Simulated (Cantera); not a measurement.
What does this Cantera script print?

```python
import numpy as np
import cantera as ct

gas_names = """
    C CO CO2 C2 C2O C3 C3O2 C4 C5 Fe FeC5O5 FeO O O2 O3
""".split()
cond_names = """
    C(gr) Fe(a) Fe(c) Fe(d) Fe(L) FeC5O5(L) FeO(s) FeO(L) Fe2O3(s) Fe3O4(s)
""".split()


# ... load() reads the species with a 1 bar reference pressure and builds the phases ...
atoms = {
    'Fe2O3': {'Fe': 2, 'O': 3},
    'O2': {'O': 2},
    'CO2': {'C': 1, 'O': 2},
}
top_T = {'C(gr)': 4500, 'Fe2O3(s)': 1830, 'Fe3O4(s)': 1870}  # K; cautious upper limits of use, not melting points


# ... equilibrate(T, P, feed) seeds the gas with the atoms and calls Mixture.equilibrate('TP', solver="vcs", rtol=1e-11, max_steps=5000) ...
results = []
feed = {'Fe2O3': 1, 'O2': 0.21, 'CO2': 0.36}  # mol
T = 848  # K
P = 100000  # Pa
mix = equilibrate(T, P, feed)
results.append((T, P, feed, dict(zip(mix.species_names, mix.species_moles))))
x = sorted(zip(gas.X, gas.species_names), reverse=True)
print(f"T = {T:g} K  P = {P:g} Pa  gas = {mix.phase_moles(0):.4g} mol")
print("   x: " + "  ".join(f"{s} {v:.3e}" for v, s in x if v > 1e-05))
print("   condensed (mol): " + ("  ".join(f"{mix.phase(i).name} {mix.phase_moles(i):.4g}"
      for i in range(1, mix.n_phases) if mix.phase_moles(i) > 1e-12) or "none"))
```

It prints:

```
T = 848 K  P = 100000 Pa  gas = 0.57 mol
   x: CO2 6.316e-01  O2 3.684e-01
   condensed (mol): Fe2O3(s) 1
```

Equilibrium computed with Cantera from the NASA thermochemical tables; the gas is ideal and each condensed phase is pure.
